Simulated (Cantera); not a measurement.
A freely propagating, adiabatic, planar premixed flame of H₂ : O₂ : N₂ = 1 : 0.357 : 1.18 (molar parts), equivalence ratio 1.4, unburnt at 600 K and 105 Torr; mixture-averaged transport, grid criteria slope 0.08 and curve 0.16, no radiation.

Computed with Cantera and the H2/O2 subset of GRI-Mech 3.0, which has no nitrogen chemistry. Burning velocities carry a grid error of a few per cent, more on coarse grids.

```tsv
quantity	before	after
laminar burning velocity	732 cm/s	267 cm/s
thermal thickness	5.62 mm	4.58 mm
peak x(HO₂)	5.18e-5	0.000156
peak x(H)	0.133	0.112
peak x(O)	0.0114	0.00860
peak x(H₂O₂)	6.98e-7	6.21e-5
```

**Question.** Name the change that produced these shifts.
(A) H2 1 to 1.3 parts
(B) inlet temperature 600 to 548 K
(C) O2 0.357 to 0.27 parts
(D) inlet temperature 600 to 300 K

**Answer.** D, inlet temperature 600 to 300 K
